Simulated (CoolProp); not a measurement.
Vapour pressure (MPa) of propylene: the reference equation beside estimates from Tc = 364.2 K, pc = 4.555 MPa, ω = 0.146.

The numbers come from the reference Helmholtz-energy equation of state, Lemmon 2013 in CoolProp.

| T (K) | reference | Lee-Kesler | van der Waals | Redlich-Kwong | Soave-Redlich-Kwong | Peng-Robinson |
|---|---|---|---|---|---|---|
| 196.6 | 0.02174 | 0.02120 | 0.2089 | 0.02800 | 0.02137 | 0.02240 |
| 207.4 | 0.04091 | 0.04008 | 0.2907 | 0.05271 | 0.04032 | 0.04168 |
| 218.3 | 0.07203 | 0.07099 | 0.3933 | 0.09226 | 0.07121 | 0.07279 |
| 229.1 | 0.1188 | 0.1177 | 0.5170 | 0.1506 | 0.1179 | 0.1194 |
| 240 | 0.1872 | 0.1863 | 0.6660 | 0.2341 | 0.1863 | 0.1873 |
| 250.8 | 0.2811 | 0.2809 | 0.8394 | 0.3463 | 0.2807 | 0.2808 |
| 261.6 | 0.4071 | 0.4077 | 1.040 | 0.4932 | 0.4078 | 0.4061 |
| 272.5 | 0.5728 | 0.5746 | 1.272 | 0.6819 | 0.5757 | 0.5714 |
| 283.3 | 0.7818 | 0.7846 | 1.532 | 0.9143 | 0.7879 | 0.7804 |
| 294.2 | 1.045 | 1.048 | 1.826 | 1.200 | 1.056 | 1.044 |
| 305 | 1.364 | 1.368 | 2.150 | 1.537 | 1.381 | 1.365 |
| 315.8 | 1.750 | 1.752 | 2.508 | 1.934 | 1.773 | 1.754 |

Absolute difference from the reference over all 12 rows, mean and median: Lee-Kesler 0.7 and 0.3 %, van der Waals 271.4 and 177.0 %, Redlich-Kwong 21.3 and 22.2 %, Soave-Redlich-Kwong 0.9 and 0.9 %, Peng-Robinson 0.6 and 0.2 %.
